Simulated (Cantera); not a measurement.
# SiCl4 + HCl + H2 (chlorosilane synthesis and conversion)

A closed system holds: 1 mol SiCl4, 0.52 mol HCl, 8.4 mol H2, at 250 °C and 0.133 bar.

These are equilibrium values from Cantera (NASA tables, ideal gas, pure condensed phases), not measurements of a reactor. Candidate condensed phases: Si; 19 gas species. Equilibrium is a limit: real reactors are often held back by kinetics, nucleation or transport.

```yaml
x(H2): 0.847
x(SiCl4): 0.101
x(HCl): 0.0524
x(SiHCl3): 5.55e-6
gas_amount: 9.920 mol
log10 activity of Si(s) (absent): -15.46
```
